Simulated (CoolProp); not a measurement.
Vapour-liquid equilibrium of n-heptane (1) + p-xylene (2) at 360.3 K; x and y are mole fractions of (1).

Computed with CoolProp (multi-fluid Helmholtz-energy mixture model, Span 2003 and Zhou 2012; pair parameters Bell 2016).

| x | bubble pressure, mixture model (MPa) | bubble pressure, Raoult's law (MPa) | y, mixture model | y, Raoult's law |
|---|---|---|---|---|
| 0.05 | 0.02404 | 0.02301 | 0.189 | 0.156 |
| 0.15 | 0.03058 | 0.02817 | 0.423 | 0.383 |
| 0.25 | 0.03643 | 0.03332 | 0.566 | 0.540 |
| 0.35 | 0.04177 | 0.03847 | 0.664 | 0.655 |
| 0.45 | 0.04675 | 0.04362 | 0.739 | 0.742 |
| 0.55 | 0.05149 | 0.04877 | 0.800 | 0.811 |
| 0.65 | 0.05607 | 0.05392 | 0.852 | 0.867 |
| 0.75 | 0.06059 | 0.05908 | 0.898 | 0.914 |
| 0.85 | 0.06510 | 0.06423 | 0.941 | 0.952 |
| 0.95 | 0.06965 | 0.06938 | 0.981 | 0.985 |

The largest gap from Raoult's law is +9.3 % in bubble pressure, at x = 0.25. No azeotrope shows between x = 0.05 and 0.95.

Pair parameters are fitted to limited data, so mixtures are less certain than the pure fluids.
